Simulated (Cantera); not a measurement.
Feed: 1 mol Si, 1.1 mol H2O, a varied amount of H2, at 1898.15 K and 75.0 Torr.

Method: chemical equilibrium by Gibbs-energy minimisation in Cantera with the NASA 1993 tables (ideal gas, pure condensed phases). Candidate condensed phases: H2O, Si, SiO2; 18 gas species. The tables hold silica as quartz up to 1696 K and as liquid above; real silica turns to tridymite and cristobalite and melts near 1996 K. Equilibrium is a limit: real reactors are often held back by kinetics, nucleation or transport.

log p: log10 of the partial pressure in bar; n: condensed amount in mol.

```csv
n(H2) (mol),log p H2,log p SiO,log p H2O,log p H,n SiO2(condensed)
1.8,-1.12,-1.63,-4.37,-3.67,0.0984
2.8,-1.09,-1.73,-4.24,-3.65,0.0972
4.3,-1.07,-1.84,-4.10,-3.64,0.0950
6.5,-1.05,-1.97,-3.95,-3.63,0.0905
9.9,-1.04,-2.11,-3.80,-3.62,0.0809
15,-1.03,-2.26,-3.64,-3.62,0.0609
23,-1.02,-2.41,-3.48,-3.62,0.0177
35,-1.01,-2.57,-3.57,-3.61,0
53,-1.01,___,___,-3.61,0
80,-1.01,___,___,-3.61,0
120,-1.01,-3.09,-4.09,-3.61,0
190,-1.00,-3.28,-4.28,-3.61,0
```

Q: Complete the blanks.

A: 
- 53, log p SiO: -2.74
- 53, log p H2O: -3.74
- 80, log p SiO: -2.91
- 80, log p H2O: -3.91
